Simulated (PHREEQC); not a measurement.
Model water analysis in mg/L, 25 °C, pH 1.84, pe 10.4: Na 1610; K 23; Ca 206; Mg 97.7; Cl 62; S(6) as SO4 6530; Sr 3.17; Zn 2.25; Fe(3) 548.

Cl is adjusted to close the charge balance.
Valence states are taken as typed.

The numbers come from PHREEQC with the ion-association model, phreeqc.dat.

- ionic strength: 0.144 mol/kgw
- density: 1.005 g/cm³
- total alkalinity: -57.3 meq/kg

```tsv
species	molality	activity	log γ
Na+	0.0672	0.0514	-0.117
SO4-2	0.0311	0.0102	-0.483
Cl-	0.0199	0.0147	-0.131
HSO4-	0.0189	0.0144	-0.118
H+	0.0178	0.0144	-0.091
FeSO4+	0.00720	0.00547	-0.119
NaSO4-	0.00344	0.00264	-0.116
Ca+2	0.00305	0.00107	-0.453
Mg+2	0.00218	0.000808	-0.431
CaSO4	0.00189	0.00196	0.014
MgSO4	0.00188	0.00194	0.014
Fe(SO4)2-	0.00161	0.00123	-0.118
FeHSO4+2	0.000630	0.000212	-0.473
K+	0.000555	0.000409	-0.133
Fe+3	0.000323	4.88e-5	-0.821
```

This is a speciation only: nothing precipitates in the calculation. Examples of supersaturated solids here: Hematite (slow to form), Goethite (slow to form). Others may be too. Species that the database lacks are ignored.
